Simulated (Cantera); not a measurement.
**Ignition delay**

Mixture: 3.48 % C₃H₈, 21.4 % O₂, 75.1 % N₂, equivalence ratio 0.81, at 7500 Torr, adiabatic and at constant volume. Ignition delay is the time to a rise of 400 K.

Computed with Cantera and GRI-Mech 3.0 (53 species, 325 reactions). GRI-Mech 3.0 was tuned for natural gas; its chemistry of propane as a main component is partial and can be far from experiment.

```tsv
T0 (K)	delay (ms)
1025	38.8
1075	15.0
1125	5.88
1175	2.34
1225	0.949
1275	0.399
```

```yaml
apparent activation energy between 1175 and 1275 K: 220 kJ/mol
```
